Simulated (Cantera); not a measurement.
Input (Python, Cantera) and output of one run.

```python
import numpy as np
import cantera as ct

gas_names = """
    CL CL2 H HCL H2 Si SiCL SiCL2 SiCL3 SiCL4 SiH SiHCL3 SiH2 SiH2CL2 SiH3 SiH3CL SiH4 Si2 Si3
""".split()
cond_names = """
    Si(cr) Si(L)
""".split()


def load(file, names, dense=False):
    # The tables refer to 1 bar. Condensed volumes are neglected.
    table = {s.name: s for s in ct.Species.list_from_file(file)}
    out = []
    for n in names:
        d = dict(table[n].input_data)
        d["thermo"] = dict(d["thermo"], **{"reference-pressure": 1e5})
        if dense:
            d["equation-of-state"] = {"model": "constant-volume", "density": "1e6 g/cm^3"}
        out.append(ct.Species.from_dict(d))
    return out


gas = ct.Solution(thermo="ideal-gas", species=load("nasa_gas.yaml", gas_names))
cond = {s.name: ct.Solution(thermo="fixed-stoichiometry", species=[s], name=s.name)
        for s in load("nasa_condensed.yaml", cond_names, dense=True)}
atoms = {
    'SiCl4': {'Si': 1, 'CL': 4},
    'HCl': {'H': 1, 'CL': 1},
    'H2': {'H': 2},
}
top_T = {}  # K; cautious upper limits of use, not melting points


def equilibrate(T, P, feed):
    n = {}
    for name, mol in feed.items():
        for a, k in atoms[name].items():
            n[a] = n.get(a, 0.0) + k * mol
    gas.TPX = T, P, n
    mass = sum(n.values()) * gas.mean_molecular_weight
    gas.equilibrate("TP")
    valid = [c for c in cond.values() if c.min_temp <= T <= top_T.get(c.name, c.max_temp)]
    mix = ct.Mixture([(gas, mass / gas.mean_molecular_weight)] + [(c, 0.0) for c in valid])
    mix.T, mix.P = T, P
    mix.equilibrate("TP", solver="vcs", rtol=1e-11, max_steps=5000)
    return mix


results = []
feed = {'SiCl4': 1, 'HCl': 4.6, 'H2': 7.9}  # mol
T = 650  # K
P = 130000  # Pa
mix = equilibrate(T, P, feed)
results.append((T, P, feed, dict(zip(mix.species_names, mix.species_moles))))
print(gas.report(threshold=1e-06))
for i in range(1, mix.n_phases):
    print(f"{mix.phase(i).name:16s} {mix.phase_moles(i):12.5e} mol")
```

Output:

```
       temperature   650 K
          pressure   1.3e+05 Pa
           density   0.6299 kg/m^3
  mean mol. weight   26.187 kg/kmol
   phase of matter   gas

                          1 kg             1 kmol
                     ---------------   ---------------
          enthalpy       -2.6135e+06       -6.8438e+07  J
   internal energy       -2.8199e+06       -7.3842e+07  J
           entropy            7504.1        1.9651e+05  J/K
    Gibbs function       -7.4911e+06       -1.9617e+08  J
 heat capacity c_p            1334.1             34936  J/K
 heat capacity c_v            1016.6             26622  J/K

                      mass frac. Y      mole frac. X     chem. pot. / RT
                     ---------------   ---------------   ---------------
               HCL           0.47441           0.34075            -41.21
                H2           0.04505           0.58517           -16.826
             SiCL4           0.48049          0.074064           -167.53
            SiHCL3        5.3443e-05        1.0333e-05           -143.14
     [  +15 minor]        1.3347e-09         2.808e-10

Si(cr)            0.00000e+00 mol
```

Equilibrium computed with Cantera from the NASA thermochemical tables; the gas is ideal and each condensed phase is pure.
